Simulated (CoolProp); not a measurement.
Computed with CoolProp (reference Helmholtz-energy equation of state, Leachman 2009).

### Question
For normal hydrogen, give the phase and the cp (kJ/(kg K)), viscosity (µPa s) at -152.95 °C and 361 kPa; -131.25 °C and 361 kPa; -109.45 °C and 361 kPa.

### Answer
- -152.95 °C and 361 kPa: gas; cp 11.9, viscosity 4.72
- -131.25 °C and 361 kPa: gas; cp 12.4, viscosity 5.31
- -109.45 °C and 361 kPa: gas; cp 12.9, viscosity 5.87

Viscosity comes from a separate model (Muzny 2013).
